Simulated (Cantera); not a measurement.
Charge: 1 mol Si, a varied amount of Cl2, at 42.0 mbar.

Points: T (K) = 623, 723, 823, 923, 1023, 1123, 1223, 1323, 1423, 1523, 1623; n(Cl2) (mol) = 0.87, 1.1, 1.4, 1.7, 2.2, 2.7, 3.4, 4.3, 5.4, 6.7.

Cantera's Mixture.equilibrate('TP', solver="vcs", rtol=1e-11, max_steps=5000) on the NASA tables stopped like this:

```
ERROR: FAILURE its = 5001!

*******************************************************************************
CanteraError thrown by MultiPhase::equilibrate:
VCS solver failed. Return code: -1
*******************************************************************************
```

What got this run through?

This is not unique; one that fits is The failure is numerical, not chemical. The same input converged with solver="gibbs", rtol=1e-10, max_steps=50000, and the result passed a check of the equilibrium conditions:
```
    623       0.87  Si(cr)
    623        1.1  Si(cr)
    623        1.4  Si(cr)
    623        1.7  Si(cr)
    623        2.2  gas only
    623        2.7  gas only
    623        3.4  gas only
    623        4.3  gas only
    623        5.4  gas only
    623        6.7  gas only
    723       0.87  Si(cr)
    723        1.1  Si(cr)
    723        1.4  Si(cr)
    723        1.7  Si(cr)
    723        2.2  gas only
    723        2.7  gas only
    723        3.4  gas only
    723        4.3  gas only
    723        5.4  gas only
    723        6.7  gas only
    823       0.87  Si(cr)
    823        1.1  Si(cr)
    823        1.4  Si(cr)
    823        1.7  Si(cr)
    823        2.2  gas only
    823        2.7  gas only
    823        3.4  gas only
    823        4.3  gas only
    823        5.4  gas only
    823        6.7  gas only
    923       0.87  Si(cr)
    923        1.1  Si(cr)
    923        1.4  Si(cr)
    923        1.7  Si(cr)
    923        2.2  gas only
    923        2.7  gas only
    923        3.4  gas only
    923        4.3  gas only
    923        5.4  gas only
    923        6.7  gas only
   1023       0.87  Si(cr)
   1023        1.1  Si(cr)
   1023        1.4  Si(cr)
   1023        1.7  Si(cr)
   1023        2.2  gas only
   1023        2.7  gas only
   1023        3.4  gas only
   1023        4.3  gas only
   1023        5.4  gas only
   1023        6.7  gas only
   1123       0.87  Si(cr)
   1123        1.1  Si(cr)
   1123        1.4  Si(cr)
   1123        1.7  Si(cr)
   1123        2.2  gas only
   1123        2.7  gas only
   1123        3.4  gas only
   1123        4.3  gas only
   1123        5.4  gas only
   1123        6.7  gas only
   1223       0.87  Si(cr)
   1223        1.1  Si(cr)
   1223        1.4  Si(cr)
   1223        1.7  Si(cr)
   1223        2.2  gas only
   1223        2.7  gas only
   1223        3.4  gas only
   1223        4.3  gas only
   1223        5.4  gas only
   1223        6.7  gas only
   1323       0.87  Si(cr)
   1323        1.1  Si(cr)
   1323        1.4  Si(cr)
   1323        1.7  gas only
   1323        2.2  gas only
   1323        2.7  gas only
   1323        3.4  gas only
   1323        4.3  gas only
   1323        5.4  gas only
   1323        6.7  gas only
   1423       0.87  Si(cr)
   1423        1.1  Si(cr)
   1423        1.4  gas only
   1423        1.7  gas only
   1423        2.2  gas only
   1423        2.7  gas only
   1423        3.4  gas only
   1423        4.3  gas only
   1423        5.4  gas only
   1423        6.7  gas only
   1523       0.87  Si(cr)
   1523        1.1  Si(cr)
   1523        1.4  gas only
   1523        1.7  gas only
   1523        2.2  gas only
   1523        2.7  gas only
   1523        3.4  gas only
   1523        4.3  gas only
   1523        5.4  gas only
   1523        6.7  gas only
   1623       0.87  Si(cr)
   1623        1.1  gas only
   1623        1.4  gas only
   1623        1.7  gas only
   1623        2.2  gas only
   1623        2.7  gas only
   1623        3.4  gas only
   1623        4.3  gas only
   1623        5.4  gas only
   1623        6.7  gas only
```

The gas is ideal and each condensed phase is pure. The tables' values for SiCl3 are old estimates.
